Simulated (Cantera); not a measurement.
Input: 1 mol FeS, 0.28 mol O2, 0.054 mol H2O, held at 0.100 bar.

Equilibrium computed with Cantera from the NASA thermochemical tables; the gas is ideal and each condensed phase is pure. Candidate condensed phases: Fe, FeO, Fe(OH)2, Fe(OH)3, FeS, FeSO4, FeS2, Fe2O3, Fe2(SO4)3, Fe3O4, H2O, H2SO4, S; 22 gas species. Metal and sulfide melt together well below either melting point, which pure phases cannot show. Mutual solubility and eutectic melting of coexisting phases are not modelled. The tables' stoichiometric FeO is somewhat more stable than real wüstite, so its field is too wide. FeO, FeS: taken at fixed stoichiometry. Gases not in the tables: S3 to S7. Equilibrium is a limit: real reactors are often held back by kinetics, nucleation or transport.

Which condensed phases are stable at each of these points (T (°C)): 527, 577, 627, 677, 727, 777, 827, 877, 927, 977, 1027, 1077, 1127?


```tsv
T (°C)	condensed phases	Fe condensed (%)
527	FeS(s) + FeS2(s) + Fe3O4(s)	100.0
577	FeS(s) + FeS2(s) + Fe3O4(s)	100.0
627	FeS(s) + Fe3O4(s)	100.0
677	FeS(s) + Fe3O4(s)	100.0
727	FeS(s) + Fe3O4(s)	100.0
777	FeS(s) + Fe3O4(s)	100.0
827	FeS(s) + Fe3O4(s)	100.0
877	FeS(s) + Fe3O4(s)	100.0
927	FeS(s) + Fe3O4(s)	100.0
977	FeS(s) + Fe3O4(s)	100.0
1027	FeS(s) + Fe3O4(s)	100.0
1077	FeO(s) + FeS(s)	100.0
1127	FeO(s) + FeS(s)	100.0
```

From 527 °C to 577 °C the condensed part is FeS(s) + FeS2(s) + Fe3O4(s). From 627 °C to 1027 °C the condensed part is FeS(s) + Fe3O4(s). From 1077 °C to 1127 °C the condensed part is FeO(s) + FeS(s).
